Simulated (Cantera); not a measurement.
**Sublimation and decomposition of ceramics: Si3N4 + N2 + C**

Charge: 1 mol Si3N4, 1.7 mol N2, 0.21 mol C, at 1977 °C.

Cantera equilibrium calculation (NASA polynomials, part measured and part estimated; ideal gas, pure solids and liquids). Candidate condensed phases: C, Si, SiC, Si3N4; 20 gas species. Mutual solubility and eutectic melting of coexisting phases are not modelled. The tables' values for SiN are old estimates; treat these amounts as uncertain. Rates play no part.

| P (Pa) | log p N2 | log p Si | log p Si2C | log p SiC2 | n Si(l) | n SiC(s) | n Si3N4(s) |
|---|---|---|---|---|---|---|---|
| 1 | -5.26 | -5.37 | -8.03 | -6.85 | 0 | 0 | 0 |
| 7.20 | -4.40 | -4.51 | -6.35 | -6.05 | 0 | 0 | 0 |
| 52 | -3.53 | -3.68 | -4.91 | -5.66 | 0 | 0 | 0 |
| 370 | -2.52 | -3.23 | -4.39 | -5.97 | 1.97 | 0.157 | 0 |
| 2700 | -1.58 | -3.23 | -4.39 | -5.97 | 2.69 | 0.204 | 0 |
| 19000 | -0.72 | -3.23 | -4.39 | -5.97 | 2.77 | 0.209 | 0 |
| 140000 | 0.15 | -3.23 | -4.39 | -5.97 | 2.79 | 0.210 | 0 |
| 1000000 | 1.00 | -3.58 | -4.74 | -5.62 | 0 | 0.210 | 0.930 |
log p: log10 of the partial pressure in bar; n: condensed amount in mol.

From 1.00 Pa to 52.0 Pa nothing is condensed. From 3.70 mbar to 1.40 bar the condensed part is Si(l) + SiC(s). At 10.0 bar the condensed part is SiC(s) + Si3N4(s). The main Si-bearing gas is Si throughout.
